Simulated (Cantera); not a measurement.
Feed: 1 mol Nb₂O₅, 820 mol H₂, at 577 °C and 340 Pa.

These are equilibrium values from Cantera (NASA tables, ideal gas, pure condensed phases), not measurements of a reactor. Candidate condensed phases: H₂O, Nb, NbO, NbO₂, Nb₂O₅; 12 gas species. Condensed phases not in the tables: the oxides between NbO₂ and Nb₂O₅. Kinetics and transport are ignored.

Base state: H₂ 0.999, H₂O 0.00122 (mole fractions); condensed: NbO₂(s).

### Question
What changes in the equilibrium state with this change: Nb₂O₅ replaced by PbS?

### Answer
```json
[
 {"species": "H₂", "before": "0.999", "after": "0.999"},
 {"species": "H₂S", "before": "0", "after": "0.00114"},
 {"species": "Pb", "before": "0", "after": "9.36e-5"},
 {"species": "H₂O", "before": "0.00122", "after": "0"},
 {"species": "PbS", "before": "0", "after": "7.67e-5"},
 {"species": "NbO₂(s), mol", "before": "2.00", "after": "0"},
 {"species": "Pb(l), mol", "before": "0", "after": "0.860"}
]
```
Further candidate phases: Pb, PbS, S.

### Question
What changes in the equilibrium state with this change: Nb₂O₅ replaced by CuO?

### Answer
```json
[
 {"species": "H₂", "before": "0.999", "after": "0.999"},
 {"species": "H₂O", "before": "0.00122", "after": "0.00122"},
 {"species": "NbO₂(s), mol", "before": "2.00", "after": "0"},
 {"species": "Cu(s), mol", "before": "0", "after": "1.00"}
]
```
Further candidate phases: Cu, CuO, Cu(OH)₂, Cu₂O.
